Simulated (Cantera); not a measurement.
An isothermal, constant-pressure homogeneous reactor starts with 74.6 % NO, 25.4 % N2, at 1550 K and 180000 Pa.

Cantera simulation using GRI-Mech 3.0 (53 species, 325 reactions); the numbers are that mechanism's predictions, not measurements.

One state of this run: x NO = 0.728; x O = 6.84e-7; x N2 = 0.263; x N2O = 0.000194; x NO2 = 0.00109; x O2 = 0.00819. x: mole fraction; the columns are a selection and need not sum to one.

Which value of t (s) does it belong to?
A) 0.000743
B) 100
C) 0.525
D) 7.25

C, 0.525
